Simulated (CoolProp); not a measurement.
Properties of n-butane along the isobar 2.54 MPa.

Values from CoolProp's reference Helmholtz-energy equation of state, Bücker 2006.

```
T (K)   phase        Z  isothermal compressibility (1/MPa)  conductivity (mW/(m K))  Prandtl number
-----  ------  -------  ----------------------------------  -----------------------  --------------
160.7  liquid   0.1551                           0.0006896                      168            12.6
185    liquid   0.1392                           0.0008540                      157            8.35
209.3  liquid   0.1272                            0.001067                      146            6.29
233.6  liquid   0.1181                            0.001351                      135            5.12
257.9  liquid   0.1111                            0.001743                      124            4.41
282.2  liquid   0.1059                            0.002311                      113            3.94
306.5  liquid   0.1021                            0.003182                      103            3.62
330.8  liquid  0.09989                            0.004635                     94.0            3.38
355.1  liquid  0.09935                            0.007423                     85.5            3.18
379.4  liquid   0.1015                             0.01446                     77.6            3.02
403.8     gas   0.6112                              0.8554                     35.2            1.18
```

Viscosity comes from a separate model (Vogel 1999). Thermal conductivity comes from a separate model (Perkins 2002).
